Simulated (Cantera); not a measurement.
A closed system holds: 1 mol Si, a varied amount of Cl₂, 1.3 mol H₂, held at 823.15 K and 1.00 bar.

These are equilibrium values from Cantera (NASA tables, ideal gas, pure condensed phases), not measurements of a reactor. Candidate condensed phases: Si; 19 gas species. The tables' values for SiCl₃ are old estimates; treat these amounts as uncertain. Equilibrium is a limit: real reactors are often held back by kinetics, nucleation or transport.

x: gas mole fraction; n: condensed amount in mol.

```
n(Cl₂) (mol)   x H₂    x HCl  x SiCl₄  x SiHCl₃  x SiH₂Cl₂   x SiCl₃  n Si(s)
------------  -----  -------  -------  --------  ---------  --------  -------
0.5           0.818  0.00182    0.115    0.0626          ?   7.55e-5    0.725
0.83          0.729  0.00192    0.182    0.0835    0.00322  0.000107    0.548
1.2           0.648  0.00196    0.247    0.0990    0.00333  0.000134    0.352
1.5           0.594  0.00196    0.293     0.108    0.00332  0.000152    0.194
1.8           0.547  0.00194    0.334     0.114    0.00327  0.000168   0.0366
2.1           0.497   0.0862    0.414   0.00288          ?   4.46e-6        0
2.5           0.285    0.357    0.357  0.000344          ?   7.03e-7        0
2.8           0.161    0.516    0.322  0.000122          ?   3.31e-7        0
```

What belongs in the gaps?


- 0.5, x SiH₂Cl₂: 0.00287
- 2.1, x SiH₂Cl₂: 1.69e-6
- 2.5, x SiH₂Cl₂: 2.80e-8
- 2.8, x SiH₂Cl₂: 3.86e-9
